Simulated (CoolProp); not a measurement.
Vapour-liquid equilibrium of toluene (1) + o-xylene (2) at 404.6 K; x and y are mole fractions of (1).

The numbers come from the multi-fluid Helmholtz-energy mixture model, Lemmon 2006 and Zhou 2012; pair parameters Bell 2016 in CoolProp.

| x | bubble pressure (bar) | y at the bubble point | dew pressure at overall composition x (bar) | liquid density (mol/L) |
|---|---|---|---|---|
| 0.05 | 0.7603 | 0.110 | 0.7323 | 7.404 |
| 0.15 | 0.8633 | 0.296 | 0.7803 | 7.483 |
| 0.25 | 0.9693 | 0.445 | 0.8354 | 7.564 |
| 0.35 | 1.077 | 0.565 | 0.8991 | 7.645 |
| 0.45 | 1.185 | 0.664 | 0.9737 | 7.728 |
| 0.55 | 1.293 | 0.746 | 1.062 | 7.813 |
| 0.65 | 1.399 | 0.816 | 1.168 | 7.899 |
| 0.75 | 1.505 | 0.876 | 1.298 | 7.987 |
| 0.85 | 1.611 | 0.930 | 1.457 | 8.078 |
| 0.95 | 1.716 | 0.978 | 1.654 | 8.171 |

No azeotrope shows between x = 0.05 and 0.95.

The pair parameters rest on a limited set of measurements; away from them the model extrapolates.
